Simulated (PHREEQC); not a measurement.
## Reverse-osmosis permeate: an equilibrium model

Model water analysis in mg/kgw, 25 °C, pH 6.75, pe 2.5:

```csv
constituent,mg/kgw
Na,7.48
K,10.4
Ca,4.2
Mg,2.92
Cl,5.8
S(6) as SO4,9.48
Alkalinity as HCO3,39.9
Zn,0.0192
```

Cl is adjusted to close the charge balance.
Valence states are taken as typed.

Equilibrium calculation in PHREEQC: ion-association model, phreeqc.dat.

```
Item                            Value
--------------------  ---------------
ionic strength        0.00135 mol/kgw
specific conductance        114 µS/cm
```

| species | molality | activity | log γ |
|---|---|---|---|
| HCO3- | 0.000652 | 0.000626 | -0.018 |
| Na+ | 0.000325 | 0.000312 | -0.018 |
| K+ | 0.000266 | 0.000255 | -0.018 |
| CO2 | 0.000250 | 0.000250 | 0.000 |
| Cl- | 0.000190 | 0.000183 | -0.018 |
| Mg+2 | 0.000117 | 1.00e-4 | -0.070 |
| Ca+2 | 0.000103 | 8.74e-5 | -0.070 |
| SO4-2 | 9.52e-5 | 8.09e-5 | -0.071 |
| MgSO4 | 1.90e-6 | 1.90e-6 | 0.000 |
| CaSO4 | 1.26e-6 | 1.26e-6 | 0.000 |
| MgHCO3+ | 7.63e-7 | 7.32e-7 | -0.018 |
| CaHCO3+ | 7.27e-7 | 6.98e-7 | -0.017 |
| Zn+2 | 2.62e-7 | 2.23e-7 | -0.071 |
| CO3-2 | 1.94e-7 | 1.65e-7 | -0.070 |
| H+ | 1.85e-7 | 1.78e-7 | -0.017 |

No solid was allowed to form.
